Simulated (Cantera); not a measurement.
Input: 1 mol AlCl₃, 1.8 mol HCl, 15 mol N₂, equilibrated at 1800 K and 10000 Pa.

Cantera equilibrium calculation (NASA polynomials, part measured and part estimated; ideal gas, pure solids and liquids). The tables' values for AlCl₂ are old estimates; treat these amounts as uncertain. Kinetics and transport are ignored.

| species | before | after |
|---|---|---|
| N₂ | 0.841 | 0.879 |
| H₂ | 0.000725 | 0.0437 |
| AlCl | 0.000125 | 0.0388 |
| HCl | 0.0994 | 0.0179 |
| AlCl₃ | 0.0544 | 0.00910 |
| AlCl₂ | 0.00149 | 0.0107 |
| Cl₂ | 1.03e-5 | 5.53e-9 |
| Cl | 0.00320 | 7.43e-5 |
| H | 3.05e-5 | 0.000237 |
Gas species are given as mole fractions.

Question: Which change was made?
(A) temperature from 1800 K to 1950 K
(B) temperature from 1800 K to 1023 K
(C) AlCl₃ replaced by Al
(D) temperature from 1800 K to 2125 K

Answer: C, AlCl₃ replaced by Al
